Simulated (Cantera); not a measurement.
Equilibrium for titanium nitride, carbide and oxide coatings: TiCl₄ + CH₄

Feed: 1 mol TiCl₄, 2.2 mol CH₄, held at 1748 K.

Cantera equilibrium calculation (NASA polynomials, part measured and part estimated; ideal gas, pure solids and liquids). Candidate condensed phases: C, C₆H₆, C₇H₈, C₈H₁₈, Ti, TiC, TiCl₂, TiCl₃, TiCl₄; 96 gas species. The tables' values for TiCl₂ are old estimates; treat these amounts as uncertain. TiC: taken at fixed stoichiometry. Equilibrium is a limit: real reactors are often held back by kinetics, nucleation or transport.

```csv
P (Pa),log p HCl,log p H₂,log p TiCl₃,log p TiCl₄,log p Cl,log p H,n C(graphite),n TiC(s)
10,-4.23,-4.43,-6.86,-9.00,-5.77,-5.85,1.21,0.985
32,-3.72,-3.92,-6.09,-7.97,-5.51,-5.60,1.22,0.978
100,-3.22,-3.42,-5.35,-6.99,-5.27,-5.35,1.23,0.965
320,-2.72,-2.91,-4.62,-6.00,-5.02,-5.09,1.26,0.944
1000,-2.23,-2.40,-3.92,-5.07,-4.79,-4.84,1.29,0.912
3200,-1.74,-1.88,-3.23,-4.15,-4.56,-4.58,1.34,0.864
10000,-1.27,-1.37,-2.58,-3.29,-4.34,-4.32,1.40,0.800
32000,-0.80,-0.83,-1.96,-2.47,-4.14,-4.06,1.48,0.719
100000,-0.35,-0.31,-1.40,-1.71,-3.95,-3.80,1.57,0.629
```
log p: log10 of the partial pressure in bar; n: condensed amount in mol.

From 0.0750 Torr to 750 Torr the condensed part is C(graphite) + TiC(s). The main Ti-bearing gas is TiCl₃ throughout. The share of Ti in condensed phases is highest at 0.0750 Torr (98.5 %) and lowest at 750 Torr (62.9 %).
